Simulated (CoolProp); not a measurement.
Vapour-liquid equilibrium of propane (1) + c-C4F8 (RC318) (2) at 329.1 K; x and y are mole fractions of (1).

Values from CoolProp's multi-fluid Helmholtz-energy mixture model, Lemmon 2009 and Platzer 1990; pair parameters Bell 2016. This equation is an older, rougher fit; its heat capacities, sound speeds and derivatives of the liquid may be far off and weren't checked against measurements.

| x | bubble pressure (kPa) | y at the bubble point | dew pressure at overall composition x (kPa) | liquid density (mol/L) |
|---|---|---|---|---|
| 0.05 | 891.3 | 0.159 | 795.2 | 6.873 |
| 0.2 | 1244 | 0.432 | 932.3 | … |
| 0.35 | … | 0.572 | … | 7.330 |
| 0.5 | 1703 | 0.665 | 1366 | … |
| 0.65 | 1841 | 0.744 | … | 8.041 |
| 0.8 | 1934 | 0.831 | … | 8.656 |
| 0.95 | 1961 | 0.948 | … | 9.543 |

**Question.** What belongs in the gaps?

**Answer.** 
- 0.2, liquid density (mol/L): 7.091
- 0.35, bubble pressure (kPa): 1510
- 0.35, dew pressure at overall composition x (kPa): 1116
- 0.5, liquid density (mol/L): 7.626
- 0.65, dew pressure at overall composition x (kPa): 1673
- 0.8, dew pressure at overall composition x (kPa): 1909
- 0.95, dew pressure at overall composition x (kPa): 1960

y crosses x between x = 0.8 and 0.95: the model has an azeotrope there.

Pair parameters are fitted to limited data, so mixtures are less certain than the pure fluids.
